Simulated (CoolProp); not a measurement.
Vapour-liquid equilibrium of CF4 (R14) (1) + ethane (2) at -74.65 °C; x and y are mole fractions of (1).

Model: multi-fluid Helmholtz-energy mixture model, Platzer 1990 and Bücker 2006; pair parameters Bell 2016, in CoolProp. This equation is an older, rougher fit; its heat capacities, sound speeds and derivatives of the liquid may be far off and weren't checked against measurements.

Give the bubble pressure and the first vapour's composition at x = 0.35, 0.8, 0.95. Is there an azeotrope?

x = 0.35: 1.074 MPa, y = 0.810; x = 0.8: 1.322 MPa, y = 0.897; x = 0.95: 1.434 MPa, y = 0.969. No azeotrope shows between x = 0.05 and 0.95.

Pair parameters are fitted to limited data, so mixtures are less certain than the pure fluids. With so large a gap from Raoult's law the liquid may split in two, which this calculation doesn't test in full.
